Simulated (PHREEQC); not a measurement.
# Copper plating or etch bath

A solution holds 0.031 mol CuCl2 and 0.087 mol HCl per kg of water, at 80 °C. Closed to the air; pH follows from the charge balance.

Model: ion-association model, phreeqc.dat, run in PHREEQC.

* **pH**: 1.16
* **ionic strength**: 0.146 mol/kgw
* **density**: 0.977 g/cm³
* **total alkalinity**: -87.0 meq/kg

```tsv
species	molality	activity	log γ
Cl-	0.131	0.0939	-0.146
H+	0.0870	0.0690	-0.101
CuCl+	0.0158	0.0113	-0.144
Cu+2	0.0143	0.00462	-0.491
CuCl2	0.000913	0.000944	0.015
CuCl3-	9.97e-7	7.16e-7	-0.144
CuCl4-2	3.34e-9	9.87e-10	-0.530
```

Precipitation was switched off in this run. At this temperature some constants are extrapolated from 25 °C, and those without enthalpy data are left unchanged.
